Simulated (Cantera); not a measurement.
Charge: 1 mol Pb, 1.1 mol CO2, 2.1 mol N2, held at 1000 Pa.

Cantera equilibrium calculation (NASA polynomials, part measured and part estimated; ideal gas, pure solids and liquids). Candidate condensed phases: C, Pb, PbO, PbO2, Pb3O4; 27 gas species. The numbers say what is thermodynamically allowed, not how fast it happens.

What share of the Pb ends up in condensed phases as a function of T (K), at 1023, 1048, 1073, 1098, 1123, 1148, 1173, 1198, 1223, 1248, 1273?


```json
[
 {"T (K)": "1023", "Pb condensed (%)": "99.1", "as": "Pb(l)"},
 {"T (K)": "1048", "Pb condensed (%)": "98.5", "as": "Pb(l)"},
 {"T (K)": "1073", "Pb condensed (%)": "97.6", "as": "Pb(l)"},
 {"T (K)": "1098", "Pb condensed (%)": "96.2", "as": "Pb(l)"},
 {"T (K)": "1123", "Pb condensed (%)": "93.9", "as": "Pb(l)"},
 {"T (K)": "1148", "Pb condensed (%)": "90.6", "as": "Pb(l)"},
 {"T (K)": "1173", "Pb condensed (%)": "85.7", "as": "Pb(l)"},
 {"T (K)": "1198", "Pb condensed (%)": "78.4", "as": "Pb(l)"},
 {"T (K)": "1223", "Pb condensed (%)": "67.6", "as": "Pb(l)"},
 {"T (K)": "1248", "Pb condensed (%)": "51.4", "as": "Pb(l)"},
 {"T (K)": "1273", "Pb condensed (%)": "26.9", "as": "Pb(l)"}
]
```
